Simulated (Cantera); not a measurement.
Input (Python, Cantera):

```python
import numpy as np
import cantera as ct

gas = ct.Solution("gri30.yaml")
gas.TPX = 350, 101325, {'H2': 1, 'O2': 0.521, 'N2': 1.96}
inlet = ct.Reservoir(gas, clone=True)
gas.equilibrate("HP")  # start burning
reactor = ct.IdealGasConstPressureReactor(gas, energy="on", clone=False)
exhaust = ct.Reservoir(gas, clone=True)
tau = [0.068, 0.037, 0.02, 0.011, 0.0061, 0.0033, 0.0018, 0.00099, 0.00054, 0.0003, 0.00016, 8.9e-05][0]
for a, b in ((inlet, reactor), (reactor, exhaust)):
    ct.MassFlowController(a, b, mdot=lambda t: reactor.mass / tau)
net = ct.ReactorNet([reactor])
show = ['H2', 'O2', 'H2O', 'NO2', 'HO2', 'H2O2', 'N2O']

rows = []
print(f"{'tau/s':>10s}{'T/K':>9s}" + "".join(f"{s:>11s}" for s in show))
for tau in [0.068, 0.037, 0.02, 0.011, 0.0061, 0.0033, 0.0018, 0.00099, 0.00054, 0.0003, 0.00016, 8.9e-05]:
    net.initial_time = 0.0
    net.advance(30 * tau)
    before = gas.X
    net.advance(40 * tau)
    drift = np.max(np.abs(gas.X - before) / (gas.X + 1e-9))
    rows.append([gas.T, *gas[show].X, drift])
    print(f"{tau:10.3e}{gas.T:9.1f}" + "".join(f"{x:11.3e}" for x in gas[show].X))
```

Output:

```
     tau/s      T/K         H2         O2        H2O        NO2        HO2       H2O2        N2O
 6.800e-02   2374.0  1.165e-02  9.512e-03  3.155e-01  5.029e-07  1.871e-06  1.686e-07  1.642e-07
 3.700e-02   2368.4  1.221e-02  9.954e-03  3.145e-01  3.973e-07  1.981e-06  1.731e-07  1.591e-07
 2.000e-02   2358.2  1.319e-02  1.059e-02  3.128e-01  2.815e-07  2.155e-06  1.795e-07  1.522e-07
 1.100e-02   2341.2  1.472e-02  1.142e-02  3.102e-01  1.818e-07  2.417e-06  1.887e-07  1.432e-07
 6.100e-03   2314.9  1.696e-02  1.251e-02  3.063e-01  1.081e-07  2.823e-06  2.028e-07  1.317e-07
 3.300e-03   2275.1  2.010e-02  1.399e-02  3.008e-01  5.832e-08  3.498e-06  2.265e-07  1.181e-07
 1.800e-03   2221.7  2.390e-02  1.582e-02  2.937e-01  3.039e-08  4.539e-06  2.638e-07  1.052e-07
 9.900e-04   2154.9  2.811e-02  1.797e-02  2.855e-01  1.640e-08  6.065e-06  3.216e-07  9.467e-08
 5.400e-04   2072.8  3.253e-02  2.048e-02  2.762e-01  9.862e-09  8.251e-06  4.163e-07  8.648e-08
 3.000e-04   1980.1  3.670e-02  2.321e-02  2.665e-01  7.024e-09  1.110e-05  5.719e-07  8.020e-08
 1.600e-04   1868.4  4.085e-02  2.648e-02  2.557e-01  5.439e-09  1.507e-05  8.746e-07  7.427e-08
 8.900e-05   1754.2  4.459e-02  3.003e-02  2.453e-01  4.298e-09  1.994e-05  1.401e-06  6.863e-08
```

Model: GRI-Mech 3.0 (53 species, 325 reactions), integrated in Cantera.
